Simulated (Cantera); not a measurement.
A perfectly stirred reactor is fed with CH4 : C2H6 : O2 : N2 = 1 : 0.039 : 1.42 : 5.36 (molar parts), at 7.80 atm; it is adiabatic with a 325 K inlet, and is followed from long to short residence time, starting on the burning branch (τ in s: 0.37, 0.13, 0.043, 0.015, 0.005, 0.0017, 0.00058, 0.0002, 6.7e-05, 2.3e-05, 7.8e-06).

Model: GRI-Mech 3.0 (53 species, 325 reactions), integrated in Cantera.

**Question.** What does this change do: C2H6 0.039 to 0.061 parts?

**Answer.** 
```json
[
 {"quantity": "blow-out, bracketed by the residence times tried", "before": "burning at 0.580 ms, out at 0.200 ms", "after": "burning at 0.580 ms, out at 0.200 ms"},
 {"quantity": "x(CH4) at τ = 0.370 s", "before": "0.00114", "after": "0.00188"},
 {"quantity": "x(C2H6) at τ = 0.370 s", "before": "1.87e-7", "after": "4.20e-7"},
 {"quantity": "x(O2) at τ = 0.370 s", "before": "3.83e-5", "after": "4.79e-5"},
 {"quantity": "x(N2O) at τ = 0.370 s", "before": "7.38e-10", "after": "4.23e-10"},
 {"quantity": "x(NO) at τ = 0.370 s", "before": "7.05e-6", "after": "3.45e-6"},
 {"quantity": "x(CH4) at τ = 1.70 ms", "before": "0.00976", "after": "0.0120"},
 {"quantity": "x(C2H6) at τ = 1.70 ms", "before": "5.27e-5", "after": "7.93e-5"},
 {"quantity": "x(O2) at τ = 1.70 ms", "before": "0.00455", "after": "0.00535"},
 {"quantity": "x(N2O) at τ = 1.70 ms", "before": "1.49e-8", "after": "1.64e-8"},
 {"quantity": "x(NO) at τ = 1.70 ms", "before": "2.33e-6", "after": "1.17e-6"}
]
```
